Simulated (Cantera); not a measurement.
Feed: 1 mol (CH₃)₂SiCl₂, 44 mol H₂, 0.95 mol C₂H₄, equilibrated at 0.133 bar.

Cantera equilibrium calculation (NASA polynomials, part measured and part estimated; ideal gas, pure solids and liquids). Candidate condensed phases: C, C₆H₆, C₇H₈, C₈H₁₈, Si, SiC; 109 gas species. The feed counts by its element totals alone. Rates play no part. All values below are at 1648 K.

Base state: H₂ 0.960, HCl 0.0399, H 0.000239, CH₄ 0.000164, SiCl₂ 7.28e-5, C₂H₂ (acetylene) 4.29e-5 (mole fractions); condensed: C(graphite) + SiC(s).

Q: What changes in the equilibrium state with this change: pressure from 0.133 bar to 0.00160 bar?

A: 
| species | before | after |
|---|---|---|
| H₂ | 0.960 | 0.958 |
| HCl | 0.0399 | 0.0398 |
| H | 0.000239 | 0.00218 |
| CH₄ | 0.000164 | 1.97e-6 |
| SiCl₂ | 7.28e-5 | 7.25e-5 |
| Cl | 7.80e-6 | 7.10e-5 |
| C₂H₂ (acetylene) | 4.29e-5 | 4.28e-5 |
| C(graphite), mol | 2.89 | 2.90 |
| SiC(s), mol | 0.996 | 0.996 |
